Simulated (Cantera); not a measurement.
Input (Python, Cantera) and output of one run.

```python
import numpy as np
import cantera as ct

gas_names = [...]  # 113 gases of nasa_gas.yaml made of C, H, O, Pb
cond_names = """
    C(gr) C6H6(L) C7H8(L) C8H18(L),n-octa H2O(s) H2O(L) Pb(cr) Pb(L) PbO(rd) PbO(yw) PbO(L) PbO2(s)
    Pb3O4(s)
""".split()


# ... load() reads the species with a 1 bar reference pressure and builds the phases ...
atoms = {
    'PbO': {'Pb': 1, 'O': 1},
    'C': {'C': 1},
    'H2': {'H': 2},
}
top_T = {'C(gr)': 4500, 'Pb3O4(s)': 820}  # K; cautious upper limits of use, not melting points


# ... equilibrate(T, P, feed) seeds the gas with the atoms and calls Mixture.equilibrate('TP', solver="vcs", rtol=1e-11, max_steps=5000) ...
results = []
feed = {'PbO': 1, 'C': 1.8, 'H2': 7.1}  # mol
P = 16  # Pa
for T in [2398, 2423, 2448, 2473, 2498, 2523, 2548, 2573, 2598, 2623, 2648]:
    mix = equilibrate(T, P, feed)
    results.append((T, P, feed, dict(zip(mix.species_names, mix.species_moles))))

top = {s: max(r[3][s] / sum(r[3][g] for g in gas_names) for r in results) for s in gas_names}
cols = sorted((s for s in top if top[s] > 0.0001), key=lambda s: -top[s])[:8]
seen = [c for c in cond_names if any(r[3].get(c, 0) > 1e-12 for r in results)]
print("log10 of partial pressures in bar; condensed amounts in mol")
print(f"{'T/K':>10s}" + "".join(f"{s[:9]:>10s}" for s in cols + seen))
for T, P, feed, n in results:
    ng = sum(n[g] for g in gas_names)
    print(f"{T:10.4g}" + "".join(f"{np.log10(max(n[s] / ng * P / 1e5, 1e-99)):10.3f}" for s in cols)
          + "".join(f"{n.get(c, 0):10.4g}" for c in seen))
```

Result:

```
log10 of partial pressures in bar; condensed amounts in mol
       T/K         H        H2        Pb        CO        C3         C C2H2,acet        C2     C(gr)
      2398    -4.013    -4.420    -4.913    -4.913    -7.023    -7.414    -6.581    -8.067    0.7226
      2423    -3.990    -4.478    -4.923    -4.923    -6.841    -7.253    -6.589    -7.883    0.7052
      2448    -3.970    -4.538    -4.933    -4.933    -6.663    -7.096    -6.601    -7.702      0.68
      2473    -3.953    -4.603    -4.943    -4.943    -6.488    -6.942    -6.618    -7.526    0.6434
      2498    -3.938    -4.670    -4.952    -4.952    -6.317    -6.791    -6.639    -7.353      0.59
      2523    -3.926    -4.740    -4.961    -4.961    -6.150    -6.643    -6.664    -7.183    0.5124
      2548    -3.916    -4.813    -4.969    -4.969    -5.986    -6.498    -6.693    -7.017       0.4
      2573    -3.908    -4.888    -4.976    -4.976    -5.825    -6.355    -6.724    -6.854    0.2382
      2598    -3.903    -4.967    -4.984    -4.984    -5.667    -6.216    -6.760    -6.695  0.006236
      2623    -3.896    -5.041    -4.989    -4.989    -5.672    -6.132    -6.899    -6.644         0
      2648    -3.891    -5.117    -4.993    -4.993    -5.684    -6.052    -7.042    -6.600         0
```

Method: chemical equilibrium by Gibbs-energy minimisation in Cantera with the NASA 1993 tables (ideal gas, pure condensed phases).
